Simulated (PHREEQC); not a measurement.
A solution holds 120 mmol/kgw NaHSO4 and 22 mmol/kgw Na2SO4, at 25 °C. It is in equilibrium with CO2 at log p = -3.4 (atm). Otherwise closed; pH follows from the charge balance.

The numbers come from PHREEQC with the ion-association model, wateq4f.dat.

```
quantity                         before   after
-------------------------------  ------  ------
pH                                 1.44    1.55
ionic strength (mol/kgw)          0.255   0.235
Na+ (mol/kgw)                     0.152   0.153
HSO4- (mol/kgw)                  0.0742  0.0845
SO4-2 (mol/kgw)                  0.0563  0.0467
NaSO4- (mol/kgw)                 0.0115  0.0108
SI of Mirabilite (Na2SO4:10H2O)   -2.64   -3.81
SI of Nahcolite (NaHCO3)         -10.18  -10.46
```

Problem. Name the change that produced these shifts.
(A) NaHSO4 replaced by NaHS at the same molality
(B) NaHSO4 left out
(C) temperature from 25 to 50 °C
(D) 0.044 mol/kgw H3BO3 added

Solution. C, temperature from 25 to 50 °C

This is a speciation only: nothing precipitates in the calculation. Away from 25 °C the constants follow the database's enthalpies or fits; those with neither stay at their 25 °C values.
